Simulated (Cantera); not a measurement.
**Calcination and drying: NaOH + H2 + CO2**

Charge: 1 mol NaOH, a varied amount of H2, 3 mol CO2, equilibrated at 1975 K and 10.0 mbar.

These are equilibrium values from Cantera (NASA tables, ideal gas, pure condensed phases), not measurements of a reactor. Candidate condensed phases: C, C6H6, C7H8, C8H18, H2O, Na, NaOH, NaO2, Na2CO3, Na2O, Na2O2; 117 gas species. Kinetics and transport are ignored.

```csv
n(H2) (mol),x CO2,x H2O,x Na,x CO,x O2,x H2,x NaOH
0.25,0.582,0.137,0.180,0.0332,0.0352,0.00174,0.0245
0.38,0.566,0.161,0.177,0.0384,0.0250,0.00242,0.0239
0.5,0.550,0.181,0.175,0.0450,0.0171,0.00330,0.0228
0.63,0.528,0.202,0.173,0.0548,0.0106,0.00466,0.0212
0.76,0.503,0.221,0.171,0.0672,0.00642,0.00658,0.0193
0.88,0.478,0.237,0.169,0.0803,0.00406,0.00886,0.0176
1,0.453,0.252,0.166,0.0941,0.00266,0.0116,0.0160
1.1,0.432,0.263,0.164,0.105,0.00192,0.0143,0.0149
1.3,0.392,0.282,0.160,0.127,0.00109,0.0204,0.0131
1.4,0.373,0.291,0.158,0.137,0.000843,0.0239,0.0123
1.5,0.354,0.299,0.155,0.147,0.000667,0.0276,0.0116
1.6,0.337,0.306,0.153,0.156,0.000535,0.0315,0.0109
```
x: gas mole fraction; nothing condenses.

From 0.25 mol H2 to 1.6 mol H2 nothing is condensed. The main Na-bearing gas is Na throughout.
